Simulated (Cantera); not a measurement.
A closed system holds: 1 mol CH3Cl, 2.2 mol F2, equilibrated at 948.15 K and 1.30e-5 bar.

These are equilibrium values from Cantera (NASA tables, ideal gas, pure condensed phases), not measurements of a reactor. Candidate condensed phases: C, C6H6, C7H8, C8H18; 118 gas species. Gases not in the tables: C2F6 and larger saturated fluorocarbons. Kinetics and transport are ignored.

Base state: HF 0.643, HCl 0.164, CF4 0.135, Cl2 0.0471, Cl 0.0103, CClF3 0.000539 (mole fractions); condensed: C(graphite).

Task: What changes in the equilibrium state with this change: F2 from 2.2 to 0.16 mol?

Result: 
| species | before | after |
|---|---|---|
| HCl | 0.164 | 0.463 |
| H2 | <1e-9 | 0.389 |
| HF | 0.643 | 0.148 |
| CF4 | 0.135 | <1e-9 |
| Cl2 | 0.0471 | <1e-9 |
| Cl | 0.0103 | 1.03e-7 |
| CClF3 | 0.000539 | <1e-9 |
| C(graphite), mol | 0.497 | 1.000 |
